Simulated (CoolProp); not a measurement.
Vapour-liquid equilibrium of isohexane (1) + n-hexane (2) at 0.204 bar; x and y are mole fractions of (1).

The numbers come from the multi-fluid Helmholtz-energy mixture model, Lemmon 2006 and Thol 2019; pair parameters Bell 2016 in CoolProp.

Question: Give the bubble temperature and the first vapour's composition at x = 0.15, 0.35, 0.55. Is there an azeotrope?

Answer: x = 0.15: 296.9 K, y = 0.202; x = 0.35: 295.1 K, y = 0.434; x = 0.55: 293.5 K, y = 0.632. No azeotrope shows between x = 0.05 and 0.95.

Pair parameters are fitted to limited data, so mixtures are less certain than the pure fluids.
